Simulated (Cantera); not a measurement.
Charge: 1 mol Fe(CO)5, 8.8 mol CO, 68 mol H2, at 0.100 bar.

These are equilibrium values from Cantera (NASA tables, ideal gas, pure condensed phases), not measurements of a reactor. Candidate condensed phases: C, C6H6, C7H8, C8H18, Fe, Fe(CO)5, FeO, Fe(OH)2, Fe(OH)3, Fe2O3, Fe3O4, H2O; 114 gas species. Rates play no part.

Problem. At 1127 °C, list the 5 most abundant gas species with their mole fractions, and the condensed phases.

Solution. H2 0.831, CO 0.169, CH4 0.000130, H2O 0.000120, H 1.40e-5. Condensed: Fe(γ).
